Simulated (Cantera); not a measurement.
Feed: 1 mol SrCl₂, 0.44 mol HCl, 370 mol H₂, held at 0.00300 bar.

These are equilibrium values from Cantera (NASA tables, ideal gas, pure condensed phases), not measurements of a reactor. Candidate condensed phases: Sr, SrCl₂; 8 gas species. Kinetics and transport are ignored.

### Question
What share of the Sr ends up in condensed phases as a function of T (K), at 798, 948, 1098, 1248, 1398, 1548, 1698, 1848, 1998?

### Answer
| T (K) | Sr condensed (%) | as |
|---|---|---|
| 798 | 100.0 | SrCl₂(s) |
| 948 | 100.0 | SrCl₂(s) |
| 1098 | 99.2 | SrCl₂(s) |
| 1248 | 51.8 | SrCl₂(l) |
| 1398 | 0.0 | - |
| 1548 | 0.0 | - |
| 1698 | 0.0 | - |
| 1848 | 0.0 | - |
| 1998 | 0.0 | - |
